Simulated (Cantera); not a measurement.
Thermodynamics of hydrogen reduction and annealing atmospheres, feed Fe2O3 + H2

A closed system holds: 1 mol Fe2O3, a varied amount of H2, at 1198.15 K and 22.0 Pa.

Method: chemical equilibrium by Gibbs-energy minimisation in Cantera with the NASA 1993 tables (ideal gas, pure condensed phases). Candidate condensed phases: Fe, FeO, Fe(OH)2, Fe(OH)3, Fe2O3, Fe3O4, H2O; 12 gas species. Mutual solubility and eutectic melting of coexisting phases are not modelled. The tables' stoichiometric FeO is somewhat more stable than real wüstite, so its field is too wide. FeO: taken at fixed stoichiometry. Kinetics and transport are ignored.

```csv
n(H2) (mol),log p H2,log p H2O,log p H,log p Fe,n FeO(s),n Fe(γ)
2.3,-3.91,-4.02,-8.67,-10.78,2.00,0
7.8,-3.76,-4.32,-8.60,-10.33,1.31,0.688
13,-3.76,-4.32,-8.60,-10.33,0.187,1.81
19,-3.73,-4.46,-8.59,-10.33,0,2.00
24,-3.72,-4.56,-8.58,-10.33,0,2.00
30,-3.70,-4.66,-8.57,-10.33,0,2.00
35,-3.70,-4.72,-8.57,-10.33,0,2.00
41,-3.69,-4.79,-8.57,-10.33,0,2.00
47,-3.69,-4.85,-8.56,-10.33,0,2.00
```
log p: log10 of the partial pressure in bar; n: condensed amount in mol.

At 2.3 mol H2 the condensed part is FeO(s). From 7.8 mol H2 to 13 mol H2 the condensed part is Fe(γ) + FeO(s). From 19 mol H2 to 47 mol H2 the condensed part is Fe(γ). The main Fe-bearing gas is Fe(OH)2 at 2.3 mol H2 and Fe at 47 mol H2.
